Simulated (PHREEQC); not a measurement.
0.3 g of hydrous ferric oxide (600 m²/g; 0.2 weak and 0.005 strong sites per Fe, Dzombak-Morel constants, diffuse double layer) in 1 kg of water with 0.01 mol/kgw of an inert sodium salt and 0.00044 mol/kgw H3BO3, at 25 °C; the pH is set by adding NaOH or the inert anion's acid. Oxygen alone is held at its pressure in air (log pO2 = -0.68). CO2 from the air is kept out. Nothing may precipitate in this run.

Equilibrium calculation in PHREEQC: ion-association model, wateq4f.dat.

| pH | B sorbed (%) | surface charge σ (C/m²) | surface potential ψ (mV) |
|---|---|---|---|
| 3 | 0.0 | 0.325 | 203 |
| 4 | 0.1 | 0.217 | 185 |
| 5 | 0.2 | 0.113 | 152 |
| 6 | 0.2 | 0.050 | 110 |
| 7 | 0.2 | 0.017 | 61 |
| 8 | 0.2 | 0.001 | 6 |
| 9 | 0.1 | -0.013 | -49 |
| 10 | 0.0 | -0.041 | -100 |
| 11 | 0.0 | -0.101 | -142 |

Species that the database lacks are ignored. The oxide is taken as insoluble; below pH 4 it would dissolve.
